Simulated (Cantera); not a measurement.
A closed system holds: 1 mol CaCO3, 1.9 mol CO2, 1.7 mol H2, held at 0.110 bar.

Cantera equilibrium calculation (NASA polynomials, part measured and part estimated; ideal gas, pure solids and liquids). Candidate condensed phases: C, C6H6, C7H8, C8H18, Ca, CaCO3, CaO, Ca(OH)2, H2O; 115 gas species. The numbers say what is thermodynamically allowed, not how fast it happens.

x: gas mole fraction; n: condensed amount in mol.

```json
[
 {"T (°C)": "400", "x CO2": "0.458", "x H2O": "0.328", "x H2": "0.155", "x CO": "0.0177", "x CH4": "0.0405", "x H": "<1e-12", "n C(graphite)": "0.346", "n CaCO3(calcite)": "1.00", "n CaO(s)": "0"},
 {"T (°C)": "450", "x CO2": "0.444", "x H2O": "0.254", "x H2": "0.222", "x CO": "0.0508", "x CH4": "0.0290", "x H": "<1e-12", "n C(graphite)": "0.231", "n CaCO3(calcite)": "1.00", "n CaO(s)": "0"},
 {"T (°C)": "500", "x CO2": "0.402", "x H2O": "0.179", "x H2": "0.279", "x CO": "0.122", "x CH4": "0.0181", "x H": "(withheld)", "n C(graphite)": "0.0350", "n CaCO3(calcite)": "1.00", "n CaO(s)": "0"},
 {"T (°C)": "550", "x CO2": "0.360", "x H2O": "0.175", "x H2": "0.294", "x CO": "0.167", "x CH4": "0.00363", "x H": "(withheld)", "n C(graphite)": "0", "n CaCO3(calcite)": "1.00", "n CaO(s)": "0"},
 {"T (°C)": "600", "x CO2": "0.339", "x H2O": "0.190", "x H2": "0.282", "x CO": "0.189", "x CH4": "0.000515", "x H": "(withheld)", "n C(graphite)": "0", "n CaCO3(calcite)": "1.00", "n CaO(s)": "0"},
 {"T (°C)": "650", "x CO2": "0.323", "x H2O": "0.205", "x H2": "0.267", "x CO": "0.205", "x CH4": "8.25e-5", "x H": "(withheld)", "n C(graphite)": "0", "n CaCO3(calcite)": "1.00", "n CaO(s)": "0"},
 {"T (°C)": "700", "x CO2": "0.308", "x H2O": "0.220", "x H2": "0.253", "x CO": "0.220", "x CH4": "1.56e-5", "x H": "(withheld)", "n C(graphite)": "0", "n CaCO3(calcite)": "1.00", "n CaO(s)": "0"},
 {"T (°C)": "750", "x CO2": "0.412", "x H2O": "0.218", "x H2": "0.151", "x CO": "0.218", "x CH4": "8.59e-7", "x H": "(withheld)", "n C(graphite)": "0", "n CaCO3(calcite)": "0", "n CaO(s)": "1.00"},
 {"T (°C)": "800", "x CO2": "0.402", "x H2O": "0.229", "x H2": "0.141", "x CO": "0.229", "x CH4": "2.02e-7", "x H": "(withheld)", "n C(graphite)": "0", "n CaCO3(calcite)": "0", "n CaO(s)": "1.00"},
 {"T (°C)": "850", "x CO2": "0.393", "x H2O": "0.238", "x H2": "0.132", "x CO": "0.238", "x CH4": "5.36e-8", "x H": "(withheld)", "n C(graphite)": "0", "n CaCO3(calcite)": "0", "n CaO(s)": "1.00"}
]
```

Complete the blanks.


- 500, x H: 1.45e-12
- 550, x H: 1.20e-11
- 600, x H: 7.49e-11
- 650, x H: 3.81e-10
- 700, x H: 1.64e-9
- 750, x H: 4.85e-9
- 800, x H: 1.59e-8
- 850, x H: 4.66e-8
